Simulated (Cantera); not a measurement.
**Ammonia decomposition in nitride growth gas**

A perfectly stirred reactor is fed with 47.6 % NH3, 52.4 % N2, at 100.0 Torr; it is held at 1800 K, and followed from long to short residence time.

Model: the gas-phase N/H chemistry of the illustrative SiF4/NH3 mechanism in the Surface Chemkin manual (1991), integrated in Cantera. Walls and surfaces, which speed up NH3 decomposition in real reactors, are not modelled.

| τ (s) | x NH3 | x N | x N2H2 | x NH | x N2 | x H |
|---|---|---|---|---|---|---|
| 0.69 | 0.341 | 1.34e-7 | 9.70e-7 | 2.92e-6 | 0.522 | 3.86e-5 |
| 0.33 | 0.399 | 1.05e-7 | 1.21e-6 | 2.86e-6 | 0.522 | 2.14e-5 |
| 0.16 | 0.435 | 7.07e-8 | 1.36e-6 | 2.64e-6 | 0.523 | 1.14e-5 |
| 0.076 | 0.456 | 3.93e-8 | 1.43e-6 | 2.30e-6 | 0.523 | 5.77e-6 |
| 0.037 | 0.466 | 1.96e-8 | 1.42e-6 | 1.98e-6 | 0.524 | 2.91e-6 |
| 0.018 | 0.471 | 9.11e-9 | 1.34e-6 | 1.71e-6 | 0.524 | 1.43e-6 |
| 0.0085 | 0.474 | 3.95e-9 | 1.14e-6 | 1.43e-6 | 0.524 | 6.64e-7 |
x: mole fraction; the columns are a selection and need not sum to one.
